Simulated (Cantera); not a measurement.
A closed system holds: 1 mol SiCl4, 0.15 mol O2, 0.42 mol H2, equilibrated at 1330 Pa.

Method: chemical equilibrium by Gibbs-energy minimisation in Cantera with the NASA 1993 tables (ideal gas, pure condensed phases). Candidate condensed phases: H2O, Si, SiO2; 30 gas species. Kinetics and transport are ignored.

Problem. Which condensed phases are stable at each of these points (T (K)): 700, 725, 750, 775, 800, 825, 850, 875, 900?

Solution. 
```
T (K)  condensed phases  Si condensed (%)
-----  ----------------  ----------------
700      SiO2(α-quartz)              15.0
725      SiO2(α-quartz)              15.0
750      SiO2(α-quartz)              15.0
775      SiO2(α-quartz)              15.0
800      SiO2(α-quartz)              15.0
825      SiO2(α-quartz)              15.0
850      SiO2(β-quartz)              15.0
875      SiO2(β-quartz)              15.0
900      SiO2(β-quartz)              15.0
```

From 700 K to 825 K the condensed part is SiO2(α-quartz). From 850 K to 900 K the condensed part is SiO2(β-quartz).
